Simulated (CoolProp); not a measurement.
Computed with CoolProp (reference Helmholtz-energy equation of state, Guder 2009).

Problem. For sulfur hexafluoride, give the phase and the density (kg/m³), cv (kJ/(kg K)), Prandtl number at 347.8 K and 0.626 MPa.

Solution. 
- 347.8 K and 0.626 MPa: gas; density 33.0, cv 0.685, Prandtl number 0.778

Viscosity comes from a separate model (Quiñones-Cisneros 2012). Thermal conductivity comes from a separate model (Assael 2012).
